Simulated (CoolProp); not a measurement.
Properties of octamethyltrisiloxane (MDM) along the isobar 46 bar (Tc = 565.4 K, pc = 14.38 bar, ω = 0.528).

Values from CoolProp's reference Helmholtz-energy equation of state, Thol 2017.

```json
[
 {"T (K)": "385.5", "phase": "liquid", "cv (kJ/(kg K))": "[?]", "speed of sound (m/s)": "685.3"},
 {"T (K)": "402.8", "phase": "liquid", "cv (kJ/(kg K))": "[?]", "speed of sound (m/s)": "[?]"},
 {"T (K)": "420", "phase": "liquid", "cv (kJ/(kg K))": "1.774", "speed of sound (m/s)": "591.1"},
 {"T (K)": "437.2", "phase": "liquid", "cv (kJ/(kg K))": "1.817", "speed of sound (m/s)": "546.4"},
 {"T (K)": "454.4", "phase": "liquid", "cv (kJ/(kg K))": "1.859", "speed of sound (m/s)": "503.2"},
 {"T (K)": "471.7", "phase": "liquid", "cv (kJ/(kg K))": "1.900", "speed of sound (m/s)": "[?]"},
 {"T (K)": "488.9", "phase": "liquid", "cv (kJ/(kg K))": "1.940", "speed of sound (m/s)": "421.2"},
 {"T (K)": "506.1", "phase": "liquid", "cv (kJ/(kg K))": "1.979", "speed of sound (m/s)": "382.8"},
 {"T (K)": "523.3", "phase": "liquid", "cv (kJ/(kg K))": "2.017", "speed of sound (m/s)": "[?]"},
 {"T (K)": "540.6", "phase": "liquid", "cv (kJ/(kg K))": "[?]", "speed of sound (m/s)": "310.6"},
 {"T (K)": "557.8", "phase": "liquid", "cv (kJ/(kg K))": "[?]", "speed of sound (m/s)": "277.5"},
 {"T (K)": "575", "phase": "supercritical", "cv (kJ/(kg K))": "2.125", "speed of sound (m/s)": "246.5"}
]
```

### Question
Complete the blanks.

### Answer

- 385.5, cv (kJ/(kg K)): 1.687
- 402.8, cv (kJ/(kg K)): 1.731
- 402.8, speed of sound (m/s): 637.3
- 471.7, speed of sound (m/s): 461.3
- 523.3, speed of sound (m/s): 345.9
- 540.6, cv (kJ/(kg K)): 2.054
- 557.8, cv (kJ/(kg K)): 2.090
